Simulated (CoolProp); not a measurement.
Vapour-liquid equilibrium of CHF3 (R23) (1) + isobutane (2) at 270.8 K; x and y are mole fractions of (1).

Model: multi-fluid Helmholtz-energy mixture model, Penoncello 2003 and Bücker 2006; pair parameters Bell 2016, in CoolProp.

```json
[
 {"x": "0.05", "bubble pressure, mixture model (kPa)": "455.8", "bubble pressure, Raoult's law (kPa)": "254.1", "y, mixture model": "[?]", "y, Raoult's law": "0.460"},
 {"x": "0.125", "bubble pressure, mixture model (kPa)": "853.2", "bubble pressure, Raoult's law (kPa)": "418.7", "y, mixture model": "0.817", "y, Raoult's law": "0.698"},
 {"x": "0.2", "bubble pressure, mixture model (kPa)": "1162", "bubble pressure, Raoult's law (kPa)": "583.4", "y, mixture model": "0.862", "y, Raoult's law": "0.802"},
 {"x": "0.275", "bubble pressure, mixture model (kPa)": "1389", "bubble pressure, Raoult's law (kPa)": "748.0", "y, mixture model": "0.883", "y, Raoult's law": "0.860"},
 {"x": "0.35", "bubble pressure, mixture model (kPa)": "1547", "bubble pressure, Raoult's law (kPa)": "912.7", "y, mixture model": "0.894", "y, Raoult's law": "0.897"},
 {"x": "0.425", "bubble pressure, mixture model (kPa)": "1655", "bubble pressure, Raoult's law (kPa)": "1077", "y, mixture model": "0.901", "y, Raoult's law": "0.923"},
 {"x": "0.5", "bubble pressure, mixture model (kPa)": "1732", "bubble pressure, Raoult's law (kPa)": "1242", "y, mixture model": "0.907", "y, Raoult's law": "0.942"},
 {"x": "0.575", "bubble pressure, mixture model (kPa)": "1796", "bubble pressure, Raoult's law (kPa)": "1407", "y, mixture model": "[?]", "y, Raoult's law": "0.956"},
 {"x": "0.65", "bubble pressure, mixture model (kPa)": "1859", "bubble pressure, Raoult's law (kPa)": "1571", "y, mixture model": "0.917", "y, Raoult's law": "0.968"},
 {"x": "0.725", "bubble pressure, mixture model (kPa)": "1931", "bubble pressure, Raoult's law (kPa)": "1736", "y, mixture model": "[?]", "y, Raoult's law": "0.977"},
 {"x": "0.8", "bubble pressure, mixture model (kPa)": "2019", "bubble pressure, Raoult's law (kPa)": "1901", "y, mixture model": "[?]", "y, Raoult's law": "0.985"},
 {"x": "0.875", "bubble pressure, mixture model (kPa)": "2125", "bubble pressure, Raoult's law (kPa)": "2065", "y, mixture model": "0.952", "y, Raoult's law": "0.991"},
 {"x": "0.95", "bubble pressure, mixture model (kPa)": "2250", "bubble pressure, Raoult's law (kPa)": "2230", "y, mixture model": "0.977", "y, Raoult's law": "0.997"}
]
```

Problem. What belongs in the gaps?

Solution. 
- 0.05, y, mixture model: 0.670
- 0.575, y, mixture model: 0.911
- 0.725, y, mixture model: 0.924
- 0.8, y, mixture model: 0.935

The largest gap from Raoult's law is +103.8 % in bubble pressure, at x = 0.125. No azeotrope shows between x = 0.05 and 0.95.

The pair parameters rest on a limited set of measurements; away from them the model extrapolates. With so large a gap from Raoult's law the liquid may split in two, which this calculation doesn't test in full.
